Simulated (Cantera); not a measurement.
Cantera with NASA thermochemical tables; ideal gases at 1 bar, condensed phases pure. Values are per mole of reaction as written; species without (g) are pure solids or liquids, kept so even where they would boil at 1 bar. TaC: taken at fixed stoichiometry.

2 CO2(g) + N2(g) + 2 Ta → 2 NO2(g) + 2 TaC

```
T (K)  ΔH° (kJ)  ΔS° (J/K)  ΔG° (kJ)  log10 K
-----  --------  ---------  --------  -------
300       567.2     -137.1     608.3  -105.92
1423      576.6     -127.2     757.7   -27.81
1473          …          …         …        …
1523          …          …         …        …
1573      578.5     -126.0     776.6   -25.79
1623      579.2     -125.5     782.9   -25.20
1673      579.9     -125.1     789.2   -24.64
1723          …          …         …        …
```

Q: What belongs in the gaps?

A: 
- 1473, ΔH° (kJ): 577.2
- 1473, ΔS° (J/K): -126.8
- 1473, ΔG° (kJ): 764.0
- 1473, log10 K: -27.09
- 1523, ΔH° (kJ): 577.9
- 1523, ΔS° (J/K): -126.4
- 1523, ΔG° (kJ): 770.3
- 1523, log10 K: -26.42
- 1723, ΔH° (kJ): 580.6
- 1723, ΔS° (J/K): -124.7
- 1723, ΔG° (kJ): 795.4
- 1723, log10 K: -24.11
